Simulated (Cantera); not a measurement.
Input: 1 mol SiH₂Cl₂, 2.9 mol NH₃, 63 mol H₂, held at 5.25 Torr.

These are equilibrium values from Cantera (NASA tables, ideal gas, pure condensed phases), not measurements of a reactor. Candidate condensed phases: NH₄Cl, Si, Si₃N₄; 28 gas species. Gases not in the tables: Si₂H₆ and higher silanes. The numbers say what is thermodynamically allowed, not how fast it happens.

Task: What share of the Si ends up in condensed phases as a function of T (K), at 1098, 1198, 1298, 1398, 1498, 1598, 1698, 1798, 1898, 1998, 2098?

Result: 
| T (K) | Si condensed (%) | as |
|---|---|---|
| 1098 | 100.0 | Si₃N₄(s) |
| 1198 | 99.9 | Si₃N₄(s) |
| 1298 | 99.5 | Si₃N₄(s) |
| 1398 | 97.2 | Si₃N₄(s) |
| 1498 | 89.8 | Si₃N₄(s) |
| 1598 | 85.0 | Si(s) |
| 1698 | 83.7 | Si(l) |
| 1798 | 82.1 | Si(l) |
| 1898 | 72.3 | Si(l) |
| 1998 | 38.0 | Si(l) |
| 2098 | 0.0 | - |
